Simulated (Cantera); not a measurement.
A perfectly stirred reactor is fed with C₂H₆ : N₂ = 4.8 : 2.9 (molar parts), at 0.593 Torr; it is held at 1300 K, and followed from long to short residence time.

Cantera simulation using GRI-Mech 3.0 (53 species, 325 reactions); the numbers are that mechanism's predictions, not measurements. GRI-Mech 3.0 stops at C3 and has no aromatics, soot or wall deposition, so with more carbon than oxygen in the feed, carbon stays in small species such as C2H2 where larger ones or solid carbon would form. Radical loss at walls, strong at low pressure, is not modelled.

Predict: x(C₂H₆) at τ = 6.10 s; x(CH₄) at τ = 6.10 s; x(CH₂) at τ = 6.10 s; x(C₂H₂) at τ = 6.10 s; x(HCN) at τ = 6.10 s; x(C₂H₆) at τ = 90.0 ms; x(CH₄) at τ = 90.0 ms; x(CH₂) at τ = 90.0 ms; x(C₂H₂) at τ = 90.0 ms.


```
Quantity                  Value
----------------------  -------
x(C₂H₆) at τ = 6.10 s    0.0131
x(CH₄) at τ = 6.10 s      0.193
x(CH₂) at τ = 6.10 s    1.81e-7
x(C₂H₂) at τ = 6.10 s     0.169
x(HCN) at τ = 6.10 s    2.32e-9
x(C₂H₆) at τ = 90.0 ms    0.369
x(CH₄) at τ = 90.0 ms    0.0702
x(CH₂) at τ = 90.0 ms   1.03e-6
x(C₂H₂) at τ = 90.0 ms  0.00857
```
